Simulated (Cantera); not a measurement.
**NO annealing gas**

A perfectly stirred reactor is fed with 20.4 % NO, 79.6 % N2, at 8.25 Torr; it is held at 1800 K, and followed from long to short residence time.

Detailed kinetics in Cantera: GRI-Mech 3.0 (53 species, 325 reactions). Radical loss at walls, strong at low pressure, is not modelled.

```
τ (s)    x NO    x NO2   x N2      x O2    x N2O       x O
------  -----  -------  -----  --------  -------  --------
28      0.192  8.64e-6  0.802   0.00606  1.29e-5  0.000120
12      0.199  6.33e-6  0.798   0.00238  1.43e-5   9.39e-5
5.1     0.202  5.04e-6  0.797  0.000928  1.47e-5   7.96e-5
2.2     0.203  4.30e-6  0.796  0.000357  1.45e-5   6.94e-5
0.93    0.204  3.64e-6  0.796  0.000121  1.36e-5   5.74e-5
0.40    0.204  2.75e-6  0.796   3.31e-5  1.17e-5   4.07e-5
0.17    0.204  1.55e-6  0.796   6.21e-6  8.63e-6   2.19e-5
0.073   0.204  5.99e-7  0.796   9.27e-7  5.30e-6   9.27e-6
0.031   0.204  1.72e-7  0.796   1.38e-7  2.75e-6   3.63e-6
0.013   0.204  4.03e-8  0.796   2.21e-8  1.28e-6   1.44e-6
0.0057  0.204  9.00e-9  0.796   4.10e-9  5.84e-7   6.16e-7
```
x: mole fraction; the columns are a selection and need not sum to one.
